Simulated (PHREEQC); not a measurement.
Dissolve 48 mmol/kgw Li2SO4 at 25 °C. Closed to the air; pH follows from the charge balance.

Model: ion-association model, phreeqc.dat, run in PHREEQC.

```json
{
  "ionic_strength": "0.133 mol/kgw",
  "density": "1.002 g/cm³"
}
```

| species | molality | activity | log γ |
|---|---|---|---|
| Li+ | 0.0902 | 0.0704 | -0.108 |
| SO4-2 | 0.0423 | 0.0143 | -0.470 |
| LiSO4- | 0.00575 | 0.00440 | -0.116 |
| OH- | 2.04e-7 | 1.51e-7 | -0.131 |
| HSO4- | 1.22e-7 | 9.32e-8 | -0.116 |
| H+ | 8.22e-8 | 6.69e-8 | -0.089 |

No solid was allowed to form.
